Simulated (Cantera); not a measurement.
A closed system holds: 1 mol HgO, 0.053 mol O2, 0.22 mol H2, equilibrated at 82.0 Pa.

Equilibrium computed with Cantera from the NASA thermochemical tables; the gas is ideal and each condensed phase is pure. Candidate condensed phases: H2O, Hg, HgO; 10 gas species. Kinetics and transport are ignored.

Q: Which condensed phases are stable at each of these points (T (K)): 450, 525, 600, 675, 750, 825, 900, 975, 1050, 1125, 1200, 1275, 1350, 1425?

A: 
```csv
T (K),condensed phases,Hg condensed (%)
450,HgO(s),88.6
525,gas only,0.0
600,gas only,0.0
675,gas only,0.0
750,gas only,0.0
825,gas only,0.0
900,gas only,0.0
975,gas only,0.0
1050,gas only,0.0
1125,gas only,0.0
1200,gas only,0.0
1275,gas only,0.0
1350,gas only,0.0
1425,gas only,0.0
```

At 450 K the condensed part is HgO(s). From 525 K to 1425 K nothing is condensed.
